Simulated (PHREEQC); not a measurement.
0.33 g of hydrous ferric oxide (600 m²/g; 0.2 weak and 0.005 strong sites per Fe, Dzombak-Morel constants, diffuse double layer) in 1 kg of water with 0.3 mol/kgw of an inert sodium salt and 0.6 mmol/kgw ZnSO4 and 0.0095 mmol/kgw ZnCl2, at 25 °C; the pH is set by adding NaOH or the inert anion's acid. Oxygen alone is held at its pressure in air (log pO2 = -0.68). CO2 from the air is kept out. Precipitation was switched off in this run.

Model: ion-association model, wateq4f.dat, run in PHREEQC.

```tsv
pH	S sorbed (%)	Zn sorbed (%)	surface charge σ (C/m²)	surface potential ψ (mV)
3	30.2	0.0	0.193	93
3.5	30.2	0.0	0.191	93
4	29.7	0.0	0.189	92
4.5	28.2	0.2	[?]	91
5	[?]	1.4	0.170	87
5.5	[?]	3.3	0.149	81
6	12.7	7.7	0.124	73
6.5	7.9	23.6	0.107	66
7	6.0	46.1	0.105	65
7.5	4.5	62.3	0.109	67
8	2.4	[?]	0.109	67
8.5	0.9	75.3	0.102	64
9	0.2	72.9	0.077	52
9.5	0.0	67.3	0.042	31
10	0.0	61.8	0.008	7
10.5	0.0	56.2	-0.025	-20
11	0.0	48.9	-0.068	-47
```

Question: What belongs in the gaps?

Answer: 
- 4.5, surface charge σ (C/m²): 0.183
- 5, S sorbed (%): 24.8
- 5.5, S sorbed (%): 19.3
- 8, Zn sorbed (%): 71.8

Along this series the solution becomes supersaturated in solids that the run did not let form, among them Zn(OH)2-a, Zn4(OH)6SO4. The oxide is taken as insoluble; below pH 4 it would dissolve.
